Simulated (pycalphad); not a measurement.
All values are pycalphad results on the COST 507 light-alloy database (1999) (1 atm), not direct measurements. These are 1990s assessments: newer ones move some temperatures and phases. Phase fractions are per mole of atoms.

### Question
Give the equilibrium state of Si-74.3Fe (at.%) at 1500 K.

### Answer
ordered bcc (B2), fraction 0.692, with 75.3 Fe at.%; liquid, fraction 0.308, with 72.1 Fe at.%.
